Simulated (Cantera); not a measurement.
A freely propagating, adiabatic, planar premixed flame of H2 : O2 : N2 : H2O = 1 : 0.227 : 0.855 : 0.093 (molar parts), unburnt at 600 K and 113 Torr; mixture-averaged transport, grid criteria slope 0.08 and curve 0.16, no radiation.

Model: the H2/O2 subset of GRI-Mech 3.0, which has no nitrogen chemistry, integrated in Cantera. Burning velocities carry a grid error of a few per cent, more on coarse grids.

Question: How do the results move with these cheaper or finer settings: unity-Lewis-number transport; multicomponent transport; multicomponent+Soret transport; grid criteria slope 0.5, curve 1; grid criteria slope 0.25, curve 0.5; grid criteria slope 0.03, curve 0.06?

Answer: 
| setting | laminar burning velocity | thermal thickness | peak x(HO2) | peak x(H) | grid points |
|---|---|---|---|---|---|
| as above | 671 cm/s | 5.22 mm | 5.57e-5 | 0.116 | 143 |
| unity-Lewis-number transport | 401 cm/s | 4.45 mm | 4.99e-5 | 0.116 | 136 |
| multicomponent transport | 654 cm/s | 5.25 mm | 5.56e-5 | 0.116 | 143 |
| multicomponent+Soret transport | 637 cm/s | 5.19 mm | 5.58e-5 | 0.115 | 143 |
| grid criteria slope 0.5, curve 1 | 772 cm/s | 7.64 mm | 5.44e-5 | 0.114 | 47 |
| grid criteria slope 0.25, curve 0.5 | 705 cm/s | 6.00 mm | 5.49e-5 | 0.117 | 78 |
| grid criteria slope 0.03, curve 0.06 | 660 cm/s | 5.02 mm | 5.59e-5 | 0.116 | 309 |
The base run took around 1.4 core-seconds (rough).
Unity Lewis numbers drop preferential diffusion, which matters most where H2 and H carry the flame; Soret adds thermal diffusion.
